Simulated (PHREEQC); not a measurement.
**Acid rinse or clean (model solution)**

Solution (20 °C): 0.02 mol/kgw HNO3 and 0.052 mol/kgw NiCl2. Closed to the air; pH follows from the charge balance.

Equilibrium calculation in PHREEQC: ion-association model, wateq4f.dat.

Precipitation was switched off in this run.

**Question.** Predict the pH.

**Answer.** pH 1.79.

**Question.** In which forms is Cl present?

**Answer.** Cl- 95 %, NiCl+ 3.6 %, NiCl2 1.4 % of the Cl.
